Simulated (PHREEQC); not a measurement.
2.2 g of hydrous ferric oxide (600 m²/g; 0.2 weak and 0.005 strong sites per Fe, Dzombak-Morel constants, diffuse double layer) in 1 kg of water with 0.001 mol/kgw of an inert sodium salt, at 25 °C; the pH is set by adding NaOH or the inert anion's acid. O2 is buffered at 0.21 atm. The system is closed to CO2. Precipitation was switched off in this run.

Base run: PHREEQC, ion-association model, wateq4f.dat. Each further column changes one thing. The table gives surface potential ψ (mV).

| pH | base | background salt from 0.001 to 0.0001 mol/kgw | 0.0011 mol/kgw NaF added |
|---|---|---|---|
| 4 | 204 | 212 | 187 |
| 4.38 | 192 | 200 | 173 |
| 5.12 | 162 | 169 | 141 |
| 5.5 | 144 | 150 | 123 |
| 5.88 | 125 | 129 | 105 |
| 6.62 | 85 | 87 | 69 |
| 7 | 64 | 65 | 52 |
| 7.38 | 42 | 43 | 34 |
| 8.12 | -1 | -1 | -3 |
| 8.5 | -23 | -23 | -24 |
| 8.88 | -44 | -45 | -45 |
| 9.62 | -86 | -88 | -85 |
| 10 | -107 | -109 | -105 |
